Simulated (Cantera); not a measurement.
# Low-pressure radical oxidation in H2/O2

An isothermal, constant-pressure homogeneous reactor starts with H2 : O2 = 0.076 : 1 (molar parts), equivalence ratio 0.038, at 1350 K and 2670 Pa.

Detailed kinetics in Cantera: the H2/O2 subset of GRI-Mech 3.0, which has no nitrogen chemistry. Radical loss at walls, strong at low pressure, is not modelled. The temperature is held fixed by assumption; the heat of reaction is taken as removed at once.

| t (s) | x H2 | x O2 | x H2O | x H2O2 | x H |
|---|---|---|---|---|---|
| 3.00e-5 | 0.0706 | 0.929 | 1.65e-8 | 2.47e-11 | 2.99e-8 |
| 0.000102 | 0.0706 | 0.929 | 5.59e-7 | 2.77e-10 | 2.61e-7 |
| 0.000344 | 0.0699 | 0.929 | 0.000497 | 4.19e-9 | 0.000176 |
| 0.00116 | 0.00158 | 0.875 | 0.0604 | 1.74e-7 | 0.0107 |
| 0.00393 | 0.00128 | 0.885 | 0.0630 | 1.72e-7 | 0.00768 |
| 0.0133 | 0.000686 | 0.905 | 0.0678 | 1.55e-7 | 0.00284 |
| 0.0451 | 0.000159 | 0.922 | 0.0716 | 9.44e-8 | 0.000303 |
| 0.152 | 2.01e-5 | 0.926 | 0.0727 | 3.45e-8 | 1.35e-5 |
| 0.516 | 2.63e-6 | 0.927 | 0.0731 | 9.87e-9 | 6.43e-7 |
| 1.75 | 4.60e-7 | 0.927 | 0.0732 | 2.78e-9 | 4.74e-8 |
| 5.91 | 1.29e-7 | 0.927 | 0.0732 | 1.10e-9 | 7.10e-9 |
| 20.0 | 9.58e-8 | 0.927 | 0.0732 | 9.13e-10 | 4.55e-9 |
x: mole fraction; the columns are a selection and need not sum to one.

Equilibrium at this temperature and pressure: H2 9.57e-8, O2 0.927, H2O 0.0732, H2O2 9.13e-10, H 4.54e-9 (gas phase only).
